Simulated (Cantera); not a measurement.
A closed system holds: 1 mol BN, a varied amount of H₂, held at 0.150 Torr.

Equilibrium computed with Cantera from the NASA thermochemical tables; the gas is ideal and each condensed phase is pure. Candidate condensed phases: B, BN; 15 gas species. Mutual solubility and eutectic melting of coexisting phases are not modelled. Rates play no part.

Stable condensed phases, one row left out:

```
T in K \ n(H₂) in mol
         0.56 0.79    1  1.2  1.5  1.7  1.9  2.2  2.4  2.6  2.9  3.1  3.3
   2600     A    A    A    A    A    A    A    A    A    A    A    A    A
   2500     A    A    A    A    A    A    A    A    A    A    A    A    A
   2300     B    B    B    B    B    B    B    B    B    B    B    B    B
   2200     B    B    B    B    B    B    B    B    B    B    B    B    B
   2100     B    B    B    B    B    B    B    B    B    B    B    B    B
   2000     B    B    B    B    B    B    B    B    B    B    B    B    B
   1900     C    C    C    C    C    C    C    C    C    C    C    C    C
   1800     C    C    C    C    C    C    C    C    C    C    C    C    C
   1700     C    C    C    C    C    C    C    C    C    C    C    C    C
   1600     C    C    C    C    C    C    C    C    C    C    C    C    C
   1500     D    D    D    D    D    D    D    D    C    C    C    C    C
   1400     D    D    D    D    D    D    D    D    D    D    D    D    D
```

A: gas only; B: B; C: B + BN; D: BN.

Task: Give the row for 2400 K.

Result: 0.56: B; 0.79: B; 1: B; 1.2: B; 1.5: B; 1.7: B; 1.9: B; 2.2: B; 2.4: B; 2.6: B; 2.9: B; 3.1: gas only; 3.3: gas only.
